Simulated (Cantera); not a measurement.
A closed system holds: 1 mol SiCl₄, 2.9 mol H₂, held at 850 K and 59000 Pa.

These are equilibrium values from Cantera (NASA tables, ideal gas, pure condensed phases), not measurements of a reactor. Candidate condensed phases: Si; 19 gas species. The tables' values for SiCl₃ are old estimates; treat these amounts as uncertain. Rates play no part.

Problem. What is the equilibrium state?

Solution. 
| Quantity | Value |
|---|---|
| x(H₂) | 0.726 |
| x(SiCl₄) | 0.239 |
| x(HCl) | 0.0171 |
| x(SiHCl₃) | 0.0169 |
| x(SiH₂Cl₂) | 0.000104 |
| x(SiCl₃) | 4.61e-5 |
| gas amount | 3.900 mol |
| log10 activity of Si(s) (absent) | -2.88 |
